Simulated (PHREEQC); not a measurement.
Dissolve 0.65 mol CsOH, 3.6e-07 mol H4SiO4 and 0.002 mol (CH3)4NCl per kg of water at 6.8 °C. Closed to the air; pH follows from the charge balance.

All values are PHREEQC results (ion-association model, wateq4f.dat), not measurements.

The pH is 14.27, the ionic strength comes out as 0.652 mol/kgw and the activity of water is 0.978. The total alkalinity is 650 meq/kg.

```
species   molality  activity   log γ
--------  --------  --------  ------
OH-          0.650     0.402  -0.208
Cs+          0.650     0.488  -0.124
Cl-        0.00200   0.00127  -0.199
(CH3)4N+   0.00200   0.00128  -0.195
H2SiO4-2   3.27e-7   7.14e-8  -0.661
H3SiO4-    3.28e-8   2.09e-8  -0.195
```

This is a speciation only: nothing precipitates in the calculation. (CH3)4N+ isn't in the database: it is added as a free cation with an ion size of 4 Å. Constants without temperature data keep their 25 °C values here.
